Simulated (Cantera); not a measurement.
Charge: 1 mol SiCl₄, 2.6 mol H₂, 0.58 mol HCl, held at 1200 Torr.

These are equilibrium values from Cantera (NASA tables, ideal gas, pure condensed phases), not measurements of a reactor. Candidate condensed phases: Si; 19 gas species. Rates play no part.

### Question
At 873 K, list the 4 most abundant gas species with their mole fractions, and the condensed phases.

### Answer
H₂ 0.620, SiCl₄ 0.237, HCl 0.141, SiHCl₃ 0.00223. Condensed: gas only.
